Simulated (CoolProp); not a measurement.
Computed with CoolProp (reference Helmholtz-energy equation of state, Leachman 2009).

### Question
Give the vapour pressure (MPa), vapour density (kg/m³), liquid cp (kJ/(kg K)) of saturated normal hydrogen at 29.2, 32 K.

### Answer
| T (K) | p (MPa) | vapour density (kg/m³) | liquid cp (kJ/(kg K)) |
|---|---|---|---|
| 29.2 | 0.705 | 8.90 | 21.5 |
| 32 | 1.10 | 16.5 | 57.3 |
